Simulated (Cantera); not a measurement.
Input (Python, Cantera) and output of one run.

```python
import numpy as np
import cantera as ct

gas_names = [...]  # 113 gases of nasa_gas.yaml made of C, H, O, Ti
cond_names = """
    C(gr) C6H6(L) C7H8(L) C8H18(L),n-octa H2O(s) H2O(L) Ti(a) Ti(b) Ti(L) TiC(s) TiC(L) TiO(a) TiO(b)
    TiO(L) TiO2(ru) TiO2(L) Ti2O3(a) Ti2O3(b) Ti2O3(L) Ti3O5(a) Ti3O5(b) Ti3O5(L) Ti4O7(s) Ti4O7(L)
""".split()


# ... load() reads the species with a 1 bar reference pressure and builds the phases ...
atoms = {
    'Ti(OiPr)4': {'Ti': 1, 'C': 12, 'H': 28, 'O': 4},
    'O2': {'O': 2},
}
top_T = {'C(gr)': 4500}  # K; cautious upper limits of use, not melting points


# ... equilibrate(T, P, feed) seeds the gas with the atoms and calls Mixture.equilibrate('TP', solver="vcs", rtol=1e-11, max_steps=5000) ...
results = []
feed = {'Ti(OiPr)4': 1, 'O2': 0.28}  # mol
P = 260  # Pa
for T in [1650, 1700, 1750, 1800, 1850, 1900, 1950, 2000, 2050, 2100, 2150]:
    mix = equilibrate(T, P, feed)
    results.append((T, P, feed, dict(zip(mix.species_names, mix.species_moles))))

top = {s: max(r[3][s] / sum(r[3][g] for g in gas_names) for r in results) for s in gas_names}
cols = sorted((s for s in top if top[s] > 0.001), key=lambda s: -top[s])[:9]
seen = [c for c in cond_names if any(r[3].get(c, 0) > 1e-12 for r in results)]
print("log10 of partial pressures in bar; condensed amounts in mol")
print(f"{'T/K':>10s}" + "".join(f"{s[:9]:>10s}" for s in cols + seen))
for T, P, feed, n in results:
    ng = sum(n[g] for g in gas_names)
    print(f"{T:10.4g}" + "".join(f"{np.log10(max(n[s] / ng * P / 1e5, 1e-99)):10.3f}" for s in cols)
          + "".join(f"{n.get(c, 0):10.4g}" for c in seen))
```

It prints:

```
log10 of partial pressures in bar; condensed amounts in mol
       T/K        H2        CO         H C2H2,acet     C(gr)    TiC(s)
      1650    -2.708    -3.195    -5.396    -7.049     6.439         1
      1700    -2.709    -3.195    -5.186    -6.843     6.438         1
      1750    -2.710    -3.195    -4.988    -6.649     6.437         1
      1800    -2.711    -3.196    -4.801    -6.467     6.435         1
      1850    -2.712    -3.197    -4.625    -6.295     6.433         1
      1900    -2.714    -3.198    -4.458    -6.133     6.429         1
      1950    -2.718    -3.199    -4.299    -5.980     6.425         1
      2000    -2.722    -3.201    -4.150    -5.836     6.419         1
      2050    -2.727    -3.203    -4.008    -5.701     6.411         1
      2100    -2.735    -3.206    -3.874    -5.575     6.401         1
      2150    -2.745    -3.210    -3.747    -5.457     6.388    0.9999
```

Equilibrium computed with Cantera from the NASA thermochemical tables; the gas is ideal and each condensed phase is pure. The feed counts by its element totals alone. TiC: taken at fixed stoichiometry.
